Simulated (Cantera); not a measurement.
Input (Python, Cantera):

```python
import numpy as np
import cantera as ct

gas = ct.Solution("gri30.yaml")
gas.TPX = 550, 500000, {'CH3OH': 1, 'O2': 1.25, 'N2': 4.7}
inlet = ct.Reservoir(gas, clone=True)
gas.equilibrate("HP")  # start burning
reactor = ct.IdealGasConstPressureReactor(gas, energy="on", clone=False)
exhaust = ct.Reservoir(gas, clone=True)
tau = [0.041, 0.019, 0.009, 0.0042, 0.002, 0.00094, 0.00044, 0.00021, 9.7e-05][0]
for a, b in ((inlet, reactor), (reactor, exhaust)):
    ct.MassFlowController(a, b, mdot=lambda t: reactor.mass / tau)
net = ct.ReactorNet([reactor])
show = ['CH3OH', 'O2', 'H2', 'C2H4', 'CH2O', 'NO', 'HCN']

rows = []
print(f"{'tau/s':>10s}{'T/K':>9s}" + "".join(f"{s:>11s}" for s in show))
for tau in [0.041, 0.019, 0.009, 0.0042, 0.002, 0.00094, 0.00044, 0.00021, 9.7e-05]:
    net.initial_time = 0.0
    net.advance(30 * tau)
    before = gas.X
    net.advance(40 * tau)
    drift = np.max(np.abs(gas.X - before) / (gas.X + 1e-9))
    rows.append([gas.T, *gas[show].X, drift])
    print(f"{tau:10.3e}{gas.T:9.1f}" + "".join(f"{x:11.3e}" for x in gas[show].X))
```

Result:

```
     tau/s      T/K      CH3OH         O2         H2       C2H4       CH2O         NO        HCN
 4.100e-02   2323.0  7.542e-07  2.698e-04  2.170e-02  6.414e-11  8.538e-07  3.629e-04  2.333e-07
 1.900e-02   2318.6  1.429e-06  3.896e-04  2.181e-02  1.409e-10  1.579e-06  3.460e-04  3.252e-07
 9.000e-03   2311.6  2.543e-06  5.965e-04  2.201e-02  2.403e-10  2.738e-06  3.202e-04  3.960e-07
 4.200e-03   2300.5  4.422e-06  9.533e-04  2.234e-02  3.594e-10  4.644e-06  2.827e-04  4.440e-07
 2.000e-03   2284.6  7.429e-06  1.510e-03  2.284e-02  5.259e-10  7.640e-06  2.387e-04  4.837e-07
 9.400e-04   2261.8  1.251e-05  2.370e-03  2.359e-02  8.683e-10  1.262e-05  1.934e-04  5.462e-07
 4.400e-04   2230.9  2.120e-05  3.617e-03  2.463e-02  1.766e-09  2.100e-05  1.537e-04  6.697e-07
 2.100e-04   2192.1  3.606e-05  5.275e-03  2.591e-02  4.415e-09  3.498e-05  1.224e-04  8.939e-07
 9.700e-05   2142.8  6.514e-05  7.576e-03  2.746e-02  1.419e-08  6.146e-05  9.518e-05  1.298e-06
```

Model: GRI-Mech 3.0 (53 species, 325 reactions), integrated in Cantera. GRI-Mech 3.0 was tuned for natural gas; its chemistry of methanol as a main component is partial and can be far from experiment.
